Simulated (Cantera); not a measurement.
Silicon nitride deposition: SiH4 + N2 + H2

Feed: 1 mol SiH4, 1.1 mol N2, 14 mol H2, at 1998.15 K and 0.248 Torr.

Cantera equilibrium calculation (NASA polynomials, part measured and part estimated; ideal gas, pure solids and liquids). Candidate condensed phases: Si, Si3N4; 18 gas species. The tables' values for SiN are old estimates; treat these amounts as uncertain. Gases not in the tables: Si2H6 and higher silanes. Equilibrium is a limit: real reactors are often held back by kinetics, nucleation or transport.

| Item | Result |
|---|---|
| x(H2) | 0.809 |
| x(H) | 0.0795 |
| x(N2) | 0.0584 |
| x(Si) | 0.0519 |
| x(SiH) | 0.000578 |
| x(Si2) | 0.000215 |
| x(SiN) | 5.95e-5 |
| x(SiH2) | 3.42e-5 |
| x(Si2N) | 3.15e-5 |
| gas amount | 18.84 mol |
| log10 activity of Si(l) (absent) | -0.40 |
